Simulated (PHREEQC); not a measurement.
Solution (25 °C): 0.038 mol/kgw KOH, 0.0011 mol/kgw H4SiO4 and 0.00025 mol/kgw K2CO3. Closed to the air; pH follows from the charge balance.

The numbers come from PHREEQC with the ion-association model, wateq4f.dat.

Each row changes one thing in this solution. This is a speciation only: nothing precipitates in the calculation.

```tsv
case	pH	H3SiO4- (mol/kgw)	H2SiO4-2 (mol/kgw)	H4SiO4 (mol/kgw)	SI of Quartz (SiO2)
as made	12.48	0.000819	0.000279	1.51e-6	-1.84
diluted 100-fold with water	10.56	9.28e-6	2.45e-8	1.70e-6	-1.79
K2CO3 from 0.00025 to 0.0005 mol/kgw	12.48	0.000819	0.000280	1.51e-6	-1.84
K2CO3 replaced by KCl at the same molality	12.48	0.000819	0.000279	1.51e-6	-1.84
KOH from 0.038 to 0.057 mol/kgw	12.65	0.000714	0.000385	8.65e-7	-2.07
```
